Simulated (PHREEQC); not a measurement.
Make-up at 30 °C: 0.078 mol TMAH and 0.012 mol KH2PO4 per kg of water. Closed to the air; pH follows from the charge balance.

All values are PHREEQC results (ion-association model, wateq4f.dat), not measurements.

| quantity | before | after |
|---|---|---|
| pH | 12.46 | 12.65 |
| ionic strength (mol/kgw) | 0.122 | 0.107 |

Question: What was changed between the two runs?
A. TMAH from 0.078 to 0.0156 mol/kgw
B. TMAH from 0.078 to 0.39 mol/kgw
C. TMAH replaced by (CH3)4NF at the same molality
D. KH2PO4 replaced by K2SiO3 at the same molality
E. KH2PO4 left out

Answer: D, KH2PO4 replaced by K2SiO3 at the same molality

No solid was allowed to form. (CH3)4N+ isn't in the database: it is added as a free cation with an ion size of 4 Å. H3PO4, which wateq4f.dat lacks, is added to it with the constant of phreeqc.dat.
